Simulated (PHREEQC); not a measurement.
0.46 g of hydrous ferric oxide (600 m²/g; 0.2 weak and 0.005 strong sites per Fe, Dzombak-Morel constants, diffuse double layer) in 1 kg of water with 0.005 mol/kgw of an inert sodium salt and 0.034 mmol/kgw Na2HAsO4, at 25 °C; the pH is set by adding NaOH or the inert anion's acid. Oxygen is held at 0.21 atm. No CO2 enters from the air. Precipitation was switched off in this run.

Base run: PHREEQC, ion-association model, wateq4f.dat. Each further column changes one thing. The table gives surface charge σ (C/m²).

```tsv
pH	base	background salt from 0.005 to 0.0005 mol/kgw	oxide from 0.46 to 2.3 g/kgw	0.0007 mol/kgw NaH2PO4 added
4	0.173	0.095	0.192	0.027
4.67	0.107	0.050	0.120	0.013
5.33	0.061	0.025	0.070	0.005
6.67	0.015	0.006	0.018	-0.006
7.33	0.006	0.002	0.008	-0.010
8	-0.001	0.000	0.001	-0.014
8.67	-0.007	-0.003	-0.006	-0.019
9.33	-0.018	-0.006	-0.015	-0.027
10.67	-0.061	-0.032	-0.062	-0.070
11.33	-0.113	-0.083	-0.116	-0.123
12	-0.216	-0.200	-0.220	-0.225
```

 H3PO4, which wateq4f.dat lacks, is added to it with the constant of phreeqc.dat.
